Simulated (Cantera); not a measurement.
Input: 1 mol SiC, 0.93 mol H2O, 15 mol N2, at 28.0 mbar.

These are equilibrium values from Cantera (NASA tables, ideal gas, pure condensed phases), not measurements of a reactor. Candidate condensed phases: C, C6H6, C7H8, C8H18, H2O, Si, SiC, SiO2, Si2N2O, Si3N4; 151 gas species. N2 is the only nitrogen source here; it is nearly inert below about 1500 K, so the nitride shown seldom forms there in practice. Kinetics and transport are ignored. All values below are at 1198 K.

Base state: N2 0.914, H2 0.0586, CO 0.0271, HCN 1.69e-5 (mole fractions); condensed: C(graphite) + Si2N2O(s).

Task: What changes in the equilibrium state with this change: SiC replaced by Si3N4?

Result: 
| species | before | after |
|---|---|---|
| N2 | 0.914 | 0.943 |
| H2 | 0.0586 | 0.0573 |
| CO | 0.0271 | 0 |
| HCN | 1.69e-5 | 0 |
| C(graphite), mol | 0.570 | 0 |
| Si2N2O(s), mol | 0.500 | 0.930 |
| Si3N4(s), mol | 0 | 0.380 |
Mutual solubility and eutectic melting of coexisting phases are not modelled.
